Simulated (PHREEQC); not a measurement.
Make-up at 60 °C: 0.19 mol NiSO4 and 0.0012 mol ZnCl2 per kg of water. Closed to the air; pH follows from the charge balance.

Model: ion-association model, wateq4f.dat, run in PHREEQC.

Question: The ionic strength comes out as 0.352 mol/kgw. What activity coefficients do Zn(SO4)2-2, Zn+2, Ni(SO4)2-2, HSO4-, Cl- get?

Answer: Zn(SO4)2-2 0.26, Zn+2 0.26, Ni(SO4)2-2 0.26, HSO4- 0.67, Cl- 0.65.

No solid was allowed to form. Constants without temperature data keep their 25 °C values here.
